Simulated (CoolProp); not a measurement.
Values from CoolProp's reference Helmholtz-energy equation of state, Lemmon 2009.

**Question.** Give the vapour pressure (MPa), enthalpy of vaporisation (kJ/kg), liquid cp (kJ/(kg K)), vapour Z of saturated propane at 227.4 K.

**Answer.** 
```
T (K)  p (MPa)  enthalpy of vaporisation (kJ/kg)  liquid cp (kJ/(kg K))  vapour Z
-----  -------  --------------------------------  ---------------------  --------
227.4   0.0861                               429                   2.23     0.967
```
